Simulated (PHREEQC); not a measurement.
0.18 g of hydrous ferric oxide (600 m²/g; 0.2 weak and 0.005 strong sites per Fe, Dzombak-Morel constants, diffuse double layer) in 1 kg of water with 0.05 mol/kgw of an inert sodium salt and 1.9e-06 mol NaF, at 25 °C; the pH is set by adding NaOH or the inert anion's acid. O2 is buffered at 0.21 atm. CO2 from the air is kept out. Nothing may precipitate in this run.

The series has 17 steps of pH, from 3 to 11.

The numbers come from PHREEQC with the ion-association model, wateq4f.dat.

Problem. Near which pH is half of the F sorbed, and on which side is more sorbed?

Solution. Near pH 5.5, with more sorbed at lower pH.

The oxide is taken as insoluble; below pH 4 it would dissolve.
